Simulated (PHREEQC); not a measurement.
1 kg of water holding 150 mmol/kgw KCl and 82 mmol/kgw K2SO4 is evaporated at 90 °C; the solids stay in contact with the brine. No CO2 enters from the air. The run lets Arcanite, Misenite, Sylvite precipitate or redissolve, and no other solid.

Computed with PHREEQC (Pitzer model, pitzer.dat).

```csv
water left (kg),ionic strength,water activity,Sylvite (mol),Arcanite (mol),Cl in solution (mol/kgw),K in solution (mol/kgw),S in solution (mol/kgw)
1,0.396,0.992,0,0,0.150,0.314,0.0820
0.6755,0.586,0.988,0,0,(withheld),0.465,0.121
0.4563,0.868,0.983,0,0,0.329,(withheld),0.180
0.375,1.06,0.979,0,0,0.400,0.837,0.219
0.2533,1.56,0.970,0,0,0.592,(withheld),0.324
0.1711,2.31,0.955,0,0,0.876,1.83,0.479
0.1156,3.43,0.933,0,0,1.30,2.72,0.709
0.07809,3.64,0.918,0,0.0374,1.92,(withheld),0.571
0.06418,(withheld),0.906,0,0.0504,2.34,3.32,(withheld)
0.04335,4.48,0.874,0,0.0672,(withheld),4.14,0.341
0.0293,5.75,0.821,0,0.0758,5.12,5.54,0.210
0.01979,7.42,0.760,0.0110,0.0794,7.03,7.29,0.131
0.01337,7.42,0.760,0.0561,0.0802,7.03,7.29,0.131
0.01099,7.42,0.760,0.0728,0.0806,7.03,7.29,0.131
0.007427,7.42,0.760,0.0978,0.0810,7.03,7.29,0.131
0.005012,7.42,0.760,0.115,0.0813,7.03,7.29,0.131
```

Task: Complete the blanks.

Result: 
- 0.6755, Cl in solution (mol/kgw): 0.222
- 0.4563, K in solution (mol/kgw): 0.688
- 0.2533, K in solution (mol/kgw): 1.24
- 0.07809, K in solution (mol/kgw): 3.06
- 0.06418, ionic strength: 3.82
- 0.06418, S in solution (mol/kgw): 0.493
- 0.04335, Cl in solution (mol/kgw): 3.46

Constants without temperature data keep their 25 °C values here.
